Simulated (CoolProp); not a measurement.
Vapour-liquid equilibrium of carbon dioxide (1) + carbonyl sulfide (2) at 8.05 °C; x and y are mole fractions of (1).

Model: multi-fluid Helmholtz-energy mixture model, Span 1996 and Lemmon 2006; pair parameters Bell 2016, in CoolProp.

Q: Give the bubble pressure and the first vapour's composition at x = 0.15, 0.35, 0.85. Is there an azeotrope?

A: x = 0.15: 1.552 MPa, y = 0.492; x = 0.35: 2.306 MPa, y = 0.690; x = 0.85: 3.803 MPa, y = 0.922. No azeotrope shows between x = 0.05 and 0.95.

Pair parameters are fitted to limited data, so mixtures are less certain than the pure fluids.
